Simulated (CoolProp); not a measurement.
Values from CoolProp's reference Helmholtz-energy equation of state, McLinden 2020.

Question: Give the vapour pressure (bar), liquid density (kg/m³), vapour density (kg/m³), enthalpy of vaporisation (kJ/kg) of saturated R1336mzz(Z) at 369.6, 377 K.

Answer: 
| T (K) | p (bar) | liquid density (kg/m³) | vapour density (kg/m³) | enthalpy of vaporisation (kJ/kg) |
|---|---|---|---|---|
| 369.6 | 6.50 | 1150 | 42.6 | 130 |
| 377 | 7.72 | 1120 | 51.2 | 124 |
